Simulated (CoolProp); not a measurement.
Vapour-liquid equilibrium of ethylene (1) + n-perfluorobutane (2) at 227.1 K; x and y are mole fractions of (1).

Model: multi-fluid Helmholtz-energy mixture model, Smukala 2000 and Gao 2022; pair parameters Bell 2016, in CoolProp.

**Question.** Give the bubble pressure and the first vapour's composition at x = 0.05, 0.45, 0.55. Is there an azeotrope?

**Answer.** x = 0.05: 0.1565 MPa, y = 0.928; x = 0.45: 0.9171 MPa, y = 0.987; x = 0.55: 0.9380 MPa, y = 0.987. No azeotrope shows between x = 0.05 and 0.95.

The pair parameters rest on a limited set of measurements; away from them the model extrapolates. The gap from Raoult's law changes sign with composition, which may be real or a fault of the pair parameters; it wasn't checked against measurements. With so large a gap from Raoult's law the liquid may split in two, which this calculation doesn't test in full.
